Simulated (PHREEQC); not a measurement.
0.011 g of hydrous ferric oxide (600 m²/g; 0.2 weak and 0.005 strong sites per Fe, Dzombak-Morel constants, diffuse double layer) in 1 kg of water with 0.005 mol/kgw of an inert sodium salt and 4.8e-06 mol/kgw MgCl2, 2.5e-06 mol/kgw MnCl2 and 4.1e-08 mol/kgw BaCl2, at 25 °C; the pH is set by adding NaOH or the inert anion's acid. The system is closed to oxygen. No CO2 enters from the air. Nothing may precipitate in this run.

The series has 13 steps of pH, from 4 to 10.

All values are PHREEQC results (ion-association model, wateq4f.dat), not measurements.

Question: Near which pH is half of the Mg sorbed, and on which side is more sorbed?

Answer: Near pH 9.1, with more sorbed at higher pH.

Question: Near which pH is half of the Mn sorbed, and on which side is more sorbed?

Answer: Near pH 8.1, with more sorbed at higher pH.
